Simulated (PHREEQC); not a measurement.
A solution holds 0.0056 mol MgCl2 and 0.11 mol KCl per kg of water, at 25 °C. Closed to the air; pH follows from the charge balance.

The numbers come from PHREEQC with the Pitzer model, pitzer.dat.

**Question.** The ionic strength comes out as 0.127 mol/kgw. What activity coefficients do K+, Mg+2, Cl- get?

**Answer.** K+ 0.75, Mg+2 0.35, Cl- 0.75. Single-ion values are on the MacInnes scale.

No solid was allowed to form.
